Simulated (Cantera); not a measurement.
Mixture: CH4 : O2 : N2 : H2O = 1 : 2.44 : 6.83 : 1.6 (molar parts), equivalence ratio 0.82, at 525 Torr, adiabatic and at constant pressure. Ignition delay is the time to a rise of 400 K.

Cantera simulation using GRI-Mech 3.0 (53 species, 325 reactions); the numbers are that mechanism's predictions, not measurements.

**Question.** What does this change do: 0.056 parts H2 added?

**Answer.** 
```
quantity                                                before       after
--------------------------------------------------  ----------  ----------
delay at 1075 K                                        0.381 s     0.138 s
delay at 1150 K                                        0.121 s     57.0 ms
delay at 1225 K                                        41.7 ms     23.2 ms
delay at 1300 K                                        15.4 ms     9.58 ms
delay at 1375 K                                        6.06 ms     4.11 ms
delay at 1450 K                                        2.55 ms     1.86 ms
apparent activation energy between 1300 and 1450 K  190 kJ/mol  170 kJ/mol
```

**Question.** What does this change do: constant volume in place of constant pressure?

**Answer.** 
```json
[
 {"quantity": "delay at 1075 K", "before": "0.381 s", "after": "0.369 s"},
 {"quantity": "delay at 1150 K", "before": "0.121 s", "after": "0.117 s"},
 {"quantity": "delay at 1225 K", "before": "41.7 ms", "after": "39.9 ms"},
 {"quantity": "delay at 1300 K", "before": "15.4 ms", "after": "14.7 ms"},
 {"quantity": "delay at 1375 K", "before": "6.06 ms", "after": "5.77 ms"},
 {"quantity": "delay at 1450 K", "before": "2.55 ms", "after": "2.43 ms"},
 {"quantity": "apparent activation energy between 1300 and 1450 K", "before": "190 kJ/mol", "after": "190 kJ/mol"}
]
```
